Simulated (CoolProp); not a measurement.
Computed with CoolProp (reference Helmholtz-energy equation of state, Wu 2012).

### Question
For fluoroethane (R161), give the phase and the speed of sound (m/s), Joule-Thomson coefficient (K/MPa) at 450 K and 5.56 bar; 450 K and 27.8 bar; 450 K and 44.4 bar.

### Answer
- 450 K and 5.56 bar: gas; speed of sound 290, Joule-Thomson coefficient 6.03
- 450 K and 27.8 bar: gas; speed of sound 270, Joule-Thomson coefficient 6.28
- 450 K and 44.4 bar: gas; speed of sound 255, Joule-Thomson coefficient 6.39
